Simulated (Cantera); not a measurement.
An adiabatic, constant-pressure homogeneous reactor starts with CO : H2 : O2 : N2 = 1 : 0.4 : 1.32 : 4.97 (molar parts), equivalence ratio 0.53, at 1525 K and 5.00 bar.

Model: GRI-Mech 3.0 (53 species, 325 reactions), integrated in Cantera. The hydrogen kinetics of GRI-Mech 3.0 are dated; newer H2 mechanisms differ, most at raised pressure.

Predict: time of steepest temperature rise; temperature at 0.700 s; equilibrium temperature; x(CO) at 0.700 s; x(H2) at 0.700 s; x(O2) at 0.700 s; x(NO) at 0.700 s; x(CO2) at 0.700 s; x(H) at 0.700 s; x(OH) at 0.700 s.


| Item | Result |
|---|---|
| time of steepest temperature rise | 4.46 µs |
| temperature at 0.700 s | 2650 K |
| equilibrium temperature | 2650 K |
| x(CO) at 0.700 s | 0.0153 (gas-phase equilibrium 0.0153) |
| x(H2) at 0.700 s | 0.000940 (gas-phase equilibrium 0.000940) |
| x(O2) at 0.700 s | 0.0831 (gas-phase equilibrium 0.0831) |
| x(NO) at 0.700 s | 0.0175 (gas-phase equilibrium 0.0175) |
| x(CO2) at 0.700 s | 0.126 (gas-phase equilibrium 0.126) |
| x(H) at 0.700 s | 0.000648 (gas-phase equilibrium 0.000648) |
| x(OH) at 0.700 s | 0.00854 (gas-phase equilibrium 0.00854) |
